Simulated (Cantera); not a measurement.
An isothermal, constant-pressure homogeneous reactor starts with 1.77 % H2, 98.2 % O2, at 1423 K and 3.15 Torr.

Model: GRI-Mech 3.0 (53 species, 325 reactions), integrated in Cantera. Radical loss at walls, strong at low pressure, is not modelled.

x: mole fraction; the columns are a selection and need not sum to one.

| t (s) | x H2 | x O2 | x O | x HO2 | x OH | x H2O | x H2O2 |
|---|---|---|---|---|---|---|---|
| 0.00100 | 0.0177 | 0.982 | 3.88e-7 | 1.75e-7 | 3.41e-7 | 2.82e-7 | 1.86e-10 |
| 0.00207 | 0.0177 | 0.982 | 3.00e-6 | 3.60e-7 | 2.57e-6 | 3.10e-6 | 7.05e-10 |
| 0.00429 | 0.0175 | 0.982 | 0.000139 | 6.75e-7 | 0.000118 | 0.000160 | (withheld) |
| 0.00888 | 0.00138 | 0.967 | 0.0126 | 2.80e-7 | 0.00383 | 0.0138 | (withheld) |
| 0.0184 | 0.000119 | 0.966 | 0.0150 | 2.09e-7 | 0.00241 | 0.0159 | 5.30e-9 |
| 0.0381 | 0.000117 | 0.966 | 0.0149 | 2.08e-7 | 0.00240 | 0.0160 | 5.28e-9 |
| 0.0788 | 0.000116 | 0.966 | 0.0147 | 2.06e-7 | 0.00238 | 0.0160 | 5.26e-9 |
| 0.163 | 0.000112 | 0.967 | 0.0142 | 2.04e-7 | 0.00235 | 0.0160 | 5.21e-9 |
| 0.338 | 0.000106 | 0.967 | 0.0133 | 1.98e-7 | 0.00228 | 0.0161 | 5.12e-9 |
| 0.700 | 9.37e-5 | 0.969 | 0.0117 | 1.87e-7 | 0.00215 | 0.0163 | 4.93e-9 |
| 1.45 | 7.43e-5 | 0.972 | 0.00919 | 1.66e-7 | 0.00191 | 0.0165 | 4.55e-9 |
| 3.00 | 4.90e-5 | 0.975 | 0.00596 | 1.34e-7 | 0.00156 | 0.0168 | (withheld) |

### Question
What belongs in the gaps?

### Answer

- 0.00429, x H2O2: 2.17e-9
- 0.00888, x H2O2: 1.04e-8
- 3.00, x H2O2: 3.88e-9
